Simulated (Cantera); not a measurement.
What does this Cantera script print?

```python
import numpy as np
import cantera as ct

gas = ct.Solution("gri30.yaml")
gas.TPX = 1750, 101325, {'CH4': 1, 'CO': 0.95, 'O2': 2.72, 'N2': 10.2}
reactor = ct.IdealGasReactor(gas, energy="on", clone=False)
net = ct.ReactorNet([reactor])
net.rtol, net.atol = 1e-08, 1e-16
show = ['CH4', 'CO', 'O2', 'C2H', 'H2']
times = np.geomspace(8e-06, 9, 12)

steps = ct.SolutionArray(gas, extra=["t"])
rows = []
print(f"{'t/s':>10s}{'T/K':>9s}{'P/Pa':>11s}" + "".join(f"{s:>11s}" for s in show))
for t in times:
    while net.time < t:
        t_next = net.step()
        steps.append(gas.state, t=t_next)
    rows.append([np.interp(t, steps.t, y) for y in (steps.T, steps.P, *steps(*show).X.T)])
    print(f"{t:10.3e}{rows[-1][0]:9.1f}{rows[-1][1]:11.4g}" + "".join(f"{x:11.3e}" for x in rows[-1][2:]))
rate = np.gradient(steps.T, steps.t)
print("integrator steps:", len(steps.t))
if steps.T.max() > steps.T[0] + 200:
    print(f"time of steepest temperature rise: {steps.t[rate.argmax()]:.4e} s")
gas.TPX = 1750, 101325, {'CH4': 1, 'CO': 0.95, 'O2': 2.72, 'N2': 10.2}
gas.equilibrate("UV")
print(f"equilibrium (UV): T = {gas.T:.1f} K  " + "  ".join(f"{s} {gas[s].X[0]:.3e}" for s in show))
```

Output:

```
       t/s      T/K       P/Pa        CH4         CO         O2        C2H         H2
 8.000e-06   1749.8  1.013e+05  6.720e-02  6.388e-02  1.829e-01  9.707e-18  7.842e-06
 2.839e-05   1749.7  1.013e+05  6.698e-02  6.386e-02  1.828e-01  8.524e-15  4.098e-05
 1.008e-04   1764.8  1.023e+05  6.235e-02  6.411e-02  1.799e-01  1.756e-10  1.270e-03
 3.576e-04   2936.8  1.753e+05  2.830e-15  6.358e-02  4.040e-02  1.959e-18  1.348e-02
 1.269e-03   2926.7  1.745e+05  3.044e-15  6.376e-02  3.672e-02  1.900e-18  1.366e-02
 4.504e-03   2926.1  1.744e+05  3.056e-15  6.378e-02  3.652e-02  1.896e-18  1.368e-02
 1.599e-02   2926.1  1.744e+05  3.056e-15  6.378e-02  3.652e-02  1.896e-18  1.368e-02
 5.673e-02   2926.1  1.744e+05  3.056e-15  6.378e-02  3.652e-02  1.896e-18  1.368e-02
 2.013e-01   2926.1  1.744e+05  3.056e-15  6.378e-02  3.652e-02  1.896e-18  1.368e-02
 7.146e-01   2926.1  1.744e+05  3.056e-15  6.378e-02  3.652e-02  1.896e-18  1.368e-02
 2.536e+00   2926.1  1.744e+05  3.056e-15  6.378e-02  3.652e-02  1.896e-18  1.368e-02
 9.000e+00   2926.1  1.744e+05  3.056e-15  6.378e-02  3.652e-02  1.896e-18  1.368e-02
integrator steps: 1687
time of steepest temperature rise: 1.4344e-04 s
equilibrium (UV): T = 2926.1 K  CH4 4.172e-15  CO 6.378e-02  O2 3.652e-02  C2H 1.978e-18  H2 1.368e-02
```

Cantera simulation using GRI-Mech 3.0 (53 species, 325 reactions); the numbers are that mechanism's predictions, not measurements.
